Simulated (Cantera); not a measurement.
Cantera run, input and output.

```python
import numpy as np
import cantera as ct

gas = ct.Solution("gri30.yaml")
gas.TPX = 1225, 110000, {'CH2O': 0.0065, 'O2': 0.049, 'N2': 1}
reactor = ct.IdealGasConstPressureReactor(gas, energy="off", clone=False)
net = ct.ReactorNet([reactor])
net.rtol, net.atol = 1e-08, 1e-18
show = ['CH2O', 'O2', 'OH', 'H', 'HO2', 'CH2', 'CH3']
times = np.geomspace(3e-05, 20, 14)

steps = ct.SolutionArray(gas, extra=["t"])
rows = []
print(f"{'t/s':>10s}{'T/K':>9s}{'P/Pa':>11s}" + "".join(f"{s:>11s}" for s in show))
for t in times:
    while net.time < t:
        t_next = net.step()
        steps.append(gas.state, t=t_next)
    rows.append([np.interp(t, steps.t, y) for y in (steps.T, steps.P, *steps(*show).X.T)])
    print(f"{t:10.3e}{rows[-1][0]:9.1f}{rows[-1][1]:11.4g}" + "".join(f"{x:11.3e}" for x in rows[-1][2:]))
rate = np.gradient(steps.T, steps.t)
print("integrator steps:", len(steps.t))
if steps.T.max() > steps.T[0] + 200:
    print(f"time of steepest temperature rise: {steps.t[rate.argmax()]:.4e} s")
gas.TPX = 1225, 110000, {'CH2O': 0.0065, 'O2': 0.049, 'N2': 1}
gas.equilibrate("TP")
print(f"equilibrium (TP): T = {gas.T:.1f} K  " + "  ".join(f"{s} {gas[s].X[0]:.3e}" for s in show))
```

Output:

```
       t/s      T/K       P/Pa       CH2O         O2         OH          H        HO2        CH2        CH3
 3.000e-05   1225.0    1.1e+05  6.157e-03  4.642e-02  2.212e-09  7.982e-09  1.387e-06  3.225e-17  2.479e-15
 8.416e-05   1225.0    1.1e+05  6.154e-03  4.642e-02  8.880e-09  1.316e-08  4.120e-06  1.545e-16  2.381e-14
 2.361e-04   1225.0    1.1e+05  6.136e-03  4.640e-02  5.807e-08  4.050e-08  1.519e-05  1.728e-15  3.676e-13
 6.624e-04   1225.0    1.1e+05  5.828e-03  4.618e-02  7.818e-07  3.175e-07  9.275e-05  7.942e-14  9.238e-12
 1.858e-03   1225.0    1.1e+05  1.234e-03  4.397e-02  9.333e-06  2.139e-06  1.551e-04  2.369e-13  2.052e-11
 5.213e-03   1225.0    1.1e+05  2.983e-13  4.158e-02  6.792e-05  1.624e-05  4.939e-06  2.868e-20  6.185e-18
 1.462e-02   1225.0    1.1e+05  1.029e-14  4.058e-02  3.507e-05  2.125e-06  2.251e-06 -2.215e-22 -1.533e-20
 4.103e-02   1225.0    1.1e+05  9.248e-17  4.031e-02  1.558e-05  1.536e-07  5.782e-07  1.762e-22  1.733e-19
 1.151e-01   1225.0    1.1e+05  5.731e-19  4.027e-02  6.214e-06  7.820e-09  8.856e-08  1.871e-22 -3.362e-19
 3.229e-01   1225.0    1.1e+05 -2.437e-19  4.026e-02  2.453e-06  4.024e-10  1.151e-08 -2.670e-22 -6.191e-19
 9.058e-01   1225.0    1.1e+05 -1.834e-20  4.026e-02  1.157e-06  3.626e-11  2.384e-09 -3.236e-24  2.144e-20
 2.541e+00   1225.0    1.1e+05 -4.586e-21  4.026e-02  8.081e-07  1.224e-11  1.472e-09 -4.162e-27  7.429e-23
 7.129e+00   1225.0    1.1e+05  4.043e-21  4.027e-02  6.872e-07  7.919e-12  1.312e-09  1.425e-30 -1.234e-26
 2.000e+01   1225.0    1.1e+05  3.030e-25  4.027e-02  6.716e-07  7.466e-12  1.297e-09  7.527e-35  3.301e-33
integrator steps: 2073
equilibrium (TP): T = 1225.0 K  CH2O 3.034e-25  O2 4.021e-02  OH 6.714e-07  H 7.468e-12  HO2 1.295e-09  CH2 1.601e-41  CH3 2.524e-39
```

Cantera simulation using GRI-Mech 3.0 (53 species, 325 reactions); the numbers are that mechanism's predictions, not measurements.
